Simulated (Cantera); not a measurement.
A perfectly stirred reactor is fed with CH4 : H2O = 1 : 1.1 (molar parts), at 975 Torr; it is held at 1525 K, and followed from long to short residence time.

Cantera simulation using GRI-Mech 3.0 (53 species, 325 reactions); the numbers are that mechanism's predictions, not measurements.

Question: Predict: x(CH4) at τ = 2.60 s; x(H2O) at τ = 2.60 s; x(C2H) at τ = 2.60 s; x(OH) at τ = 2.60 s; x(CH3) at τ = 2.60 s; x(CH4) at τ = 25.0 ms; x(H2O) at τ = 25.0 ms; x(C2H) at τ = 25.0 ms; x(OH) at τ = 25.0 ms; x(CH3) at τ = 25.0 ms.

Answer: 
- x(CH4) at τ = 2.60 s: 0.116
- x(H2O) at τ = 2.60 s: 0.309
- x(C2H) at τ = 2.60 s: 4.75e-9
- x(OH) at τ = 2.60 s: 2.75e-7
- x(CH3) at τ = 2.60 s: 6.75e-5
- x(CH4) at τ = 25.0 ms: 0.410
- x(H2O) at τ = 25.0 ms: 0.502
- x(C2H) at τ = 25.0 ms: 1.20e-9
- x(OH) at τ = 25.0 ms: 5.03e-7
- x(CH3) at τ = 25.0 ms: 0.000269
